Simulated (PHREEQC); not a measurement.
Consider water at 60 °C with 0.00099 mol CaSO4 per kg of water. Closed to the air; pH follows from the charge balance.

Computed with PHREEQC (ion-association model, phreeqc.dat).

No solid was allowed to form.

Problem. What ionic strength, specific conductance does the model give?

Solution. ionic strength 0.00355 mol/kgw; specific conductance 431 µS/cm.

Problem. In which forms is S present?

Solution. SO4-2 90 %, CaSO4 10 % of the S.

Away from 25 °C the constants follow the database's enthalpies or fits; those with neither stay at their 25 °C values.
